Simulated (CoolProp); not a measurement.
n-pentane along the isobar 36.3 bar: Z from the reference equation and from simpler models built on Tc = 196.5 °C, pc = 33.68 bar, ω = 0.251; each cubic takes its own stable root.

Values from CoolProp's reference Helmholtz-energy equation of state, Thol 2019.

```json
[
 {"T (°C)": "111.65", "phase": "liquid", "reference": "0.1540"},
 {"T (°C)": "137.75", "phase": "liquid", "reference": "0.1547"},
 {"T (°C)": "163.95", "phase": "liquid", "reference": "0.1603"},
 {"T (°C)": "190.05", "phase": "liquid", "reference": "0.1813"},
 {"T (°C)": "216.15", "phase": "supercritical", "reference": "0.5421"},
 {"T (°C)": "242.35", "phase": "supercritical", "reference": "0.6737"},
 {"T (°C)": "268.45", "phase": "supercritical", "reference": "0.7471"},
 {"T (°C)": "294.55", "phase": "supercritical", "reference": "0.7975"},
 {"T (°C)": "320.75", "phase": "supercritical", "reference": "0.8351"},
 {"T (°C)": "346.85", "phase": "supercritical", "reference": "0.8642"}
]
```

Q: How far does each simpler model (van der Waals, Redlich-Kwong, Soave-Redlich-Kwong, Peng-Robinson) lie from the reference over these 10 states: mean and median of the absolute difference, and the worst?

A: 
- van der Waals: mean 25.6 %, median 4.5 %, worst +60.5 % at 111.65 °C and 36.3 bar
- Redlich-Kwong: mean 9.8 %, median 3.0 %, worst +27.0 % at 190.05 °C and 36.3 bar
- Soave-Redlich-Kwong: mean 7.7 %, median 2.5 %, worst +24.7 % at 190.05 °C and 36.3 bar
- Peng-Robinson: mean 3.1 %, median 2.1 %, worst +12.1 % at 190.05 °C and 36.3 bar
